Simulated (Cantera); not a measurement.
Input (Python, Cantera):

```python
import numpy as np
import cantera as ct

gas = ct.Solution("gri30.yaml")
gas.TPX = 325, 1900000, {'C3H8': 1, 'O2': 8.62, 'N2': 50, 'CO2': 3.5}
inlet = ct.Reservoir(gas, clone=True)
gas.equilibrate("HP")  # start burning
reactor = ct.IdealGasConstPressureReactor(gas, energy="on", clone=False)
exhaust = ct.Reservoir(gas, clone=True)
tau = [0.11, 0.032, 0.0095, 0.0028, 0.00081, 0.00024, 6.9e-05, 2e-05, 5.9e-06][0]
for a, b in ((inlet, reactor), (reactor, exhaust)):
    ct.MassFlowController(a, b, mdot=lambda t: reactor.mass / tau)
net = ct.ReactorNet([reactor])
show = ['C3H8', 'O2', 'CO2', 'HO2', 'CH4', 'HCN', 'NO']

rows = []
print(f"{'tau/s':>10s}{'T/K':>9s}" + "".join(f"{s:>11s}" for s in show))
for tau in [0.11, 0.032, 0.0095, 0.0028, 0.00081, 0.00024, 6.9e-05, 2e-05, 5.9e-06]:
    net.initial_time = 0.0
    net.advance(30 * tau)
    before = gas.X
    net.advance(40 * tau)
    drift = np.max(np.abs(gas.X - before) / (gas.X + 1e-9))
    rows.append([gas.T, *gas[show].X, drift])
    print(f"{tau:10.3e}{gas.T:9.1f}" + "".join(f"{x:11.3e}" for x in gas[show].X))
```

It prints:

```
     tau/s      T/K       C3H8         O2        CO2        HO2        CH4        HCN         NO
 1.100e-01   1230.9  4.679e-05  5.880e-02  9.752e-02  1.656e-05  2.505e-05  5.281e-11  4.492e-09
 3.200e-02   1157.9  1.829e-04  6.386e-02  8.992e-02  3.502e-05  5.412e-05  4.263e-12  2.348e-10
 9.500e-03    325.0  1.584e-02  1.366e-01  5.545e-02 -9.569e-22 -6.646e-19 -1.419e-26 -2.774e-30
 2.800e-03    325.0  1.584e-02  1.366e-01  5.545e-02 -3.966e-24 -2.755e-21 -5.881e-29 -1.150e-32
 8.100e-04    325.0  1.584e-02  1.366e-01  5.545e-02 -2.505e-25 -1.740e-22 -3.715e-30 -7.262e-34
 2.400e-04    325.0  1.584e-02  1.366e-01  5.545e-02 -1.583e-26 -1.099e-23 -2.347e-31 -4.587e-35
 6.900e-05    325.0  1.584e-02  1.366e-01  5.545e-02 -9.995e-28 -6.943e-25 -1.482e-32  5.590e-34
 2.000e-05    325.0  1.584e-02  1.366e-01  5.545e-02 -6.310e-29 -4.386e-26 -9.363e-34  3.630e-35
 5.900e-06    325.0  1.584e-02  1.366e-01  5.545e-02 -3.976e-30 -2.770e-27 -5.914e-35  2.297e-36
```

Detailed kinetics in Cantera: GRI-Mech 3.0 (53 species, 325 reactions). GRI-Mech 3.0 was tuned for natural gas; its chemistry of propane as a main component is partial and can be far from experiment. The pressure lies above the range GRI-Mech 3.0 was tuned for (to about 10 atm).
